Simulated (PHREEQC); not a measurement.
Solution (25 °C): 19 mmol/kgw ZnCl2, 0.096 mmol/kgw NaOH and 0.039 mmol/kgw FeSO4. Closed to the air; pH follows from the charge balance.

The numbers come from PHREEQC with the ion-association model, wateq4f.dat.

No solid was allowed to form.

### Question
Order these Zn species by the share of Zn that they hold, largest first: ZnCl+, ZnCl2, Zn+2, ZnOHCl, ZnOH+.

### Answer
Zn+2 (95 %), ZnCl+ (4.4 %), ZnOH+ (0.28 %), ZnOHCl (0.20 %), ZnCl2 (0.11 %)

The pH is 6.67 and the ionic strength 0.0552 mol/kgw. Saturation is exceeded, for instance for Zn5(OH)8Cl2, Zincite(c) (slow to form); the values hold only as long as no solid forms. Complexes and solids missing from the database can't appear.
